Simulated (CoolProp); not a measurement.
A closed Brayton cycle with carbon dioxide: compressor inlet 322.15 K and 9.6 MPa, high pressure 30.9 MPa, turbine inlet 700 K, compressor efficiency 0.89, turbine efficiency 0.85, recuperator effectiveness 0.95 (on enthalpy, no pinch check). Each further row changes one setting.

The numbers come from the reference Helmholtz-energy equation of state, Span 1996 in CoolProp.

| case | thermal efficiency (%) | net work (kJ/kg) | compressor to turbine work | compressor exit (K) | turbine exit (K) |
|---|---|---|---|---|---|
| as stated | 29.5 | 67.8 | 0.42 | 398.9 | 578.4 |
| turbine inlet 650 K | 26.3 | 56.9 | 0.46 | 398.9 | 532.5 |
| compressor inlet 332.15 K | 26.8 | 57.1 | 0.51 | 425.3 | 578.4 |
| high pressure 26.3 MPa | 29.5 | 62.4 | 0.39 | 388.1 | 594.7 |
| recuperator effectiveness 0.5 | 20.9 | 67.8 | 0.42 | 398.9 | 578.4 |
